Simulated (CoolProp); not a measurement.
Vapour-liquid equilibrium of propane (1) + n-butane (2) at 191.9 K; x and y are mole fractions of (1).

Model: multi-fluid Helmholtz-energy mixture model, Lemmon 2009 and Bücker 2006; pair parameters Kunz 2012, in CoolProp.

```
x     bubble pressure (kPa)  y at the bubble point  dew pressure at overall composition x (kPa)  liquid density (mol/L)
----  ---------------------  ---------------------  -------------------------------------------  ----------------------
0.05                    ___                  0.381                                        1.050                   11.83
0.2                   3.179                  0.748                                        1.226                   12.15
0.35                  4.838                  0.865                                        1.474                   12.49
0.5                   6.500                  0.923                                        1.847                   12.84
0.65                  8.155                  0.957                                        2.475                   13.21
0.8                   9.803                  0.979                                        3.751                   13.60
0.95                    ___                  0.996                                          ___                   14.01
```

Question: Complete the blanks.

Answer: 
- 0.05, bubble pressure (kPa): 1.539
- 0.95, bubble pressure (kPa): 11.45
- 0.95, dew pressure at overall composition x (kPa): 7.759

No azeotrope shows between x = 0.05 and 0.95.

The pair parameters rest on a limited set of measurements; away from them the model extrapolates.
